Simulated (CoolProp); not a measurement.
Decamethylcyclopentasiloxane (D5) at several states: fugacity coefficient from the reference equation and from simpler models built on Tc = 618.3 K, pc = 10.78 bar, ω = 0.631; each cubic takes its own stable root.

The numbers come from the reference Helmholtz-energy equation of state, Thol 2019 in CoolProp.

| T (K) | p (bar) | phase | reference |
|---|---|---|---|
| 544.5 | 0.336 | gas | 0.9821 |
| 497.2 | 10.7 | liquid | 0.1282 |
| 437.7 | 1.05 | liquid | 0.2720 |
| 506.8 | 15.9 | liquid | 0.1105 |
| 279.6 | 8.33 | liquid | 4.521e-6 |
| 267.5 | 22.5 | liquid | 5.630e-7 |

Task: How far does each simpler model (van der Waals, Redlich-Kwong, Soave-Redlich-Kwong, Peng-Robinson) lie from the reference over these 6 states: mean and median of the absolute difference, and the worst?

Result: 
- van der Waals: mean 353970.3 %, median 214.7 %, worst +1635601.6 % at 267.5 K and 22.5 bar
- Redlich-Kwong: mean 8273.7 %, median 161.3 %, worst +32404.4 % at 267.5 K and 22.5 bar
- Soave-Redlich-Kwong: mean 39.0 %, median 2.7 %, worst +136.2 % at 267.5 K and 22.5 bar
- Peng-Robinson: mean 61.4 %, median 1.4 %, worst +213.7 % at 267.5 K and 22.5 bar

At some of these states van der Waals gives the other phase, because its saturation line lies elsewhere.
